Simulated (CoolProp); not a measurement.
Model: reference Helmholtz-energy equation of state, Fiedler 2023, in CoolProp.

Question: For tetrahydrofuran, give the phase and the cv (kJ/(kg K)), Joule-Thomson coefficient (K/MPa) at 153.05 °C and 0.0127 MPa; -65.55 °C and 4.38 MPa; 61.05 °C and 5.59 MPa.

Answer: 
- 153.05 °C and 0.0127 MPa: gas; cv 1.47, Joule-Thomson coefficient 12.9
- -65.55 °C and 4.38 MPa: liquid; cv 1.01, Joule-Thomson coefficient -0.533
- 61.05 °C and 5.59 MPa: liquid; cv 1.32, Joule-Thomson coefficient -0.358
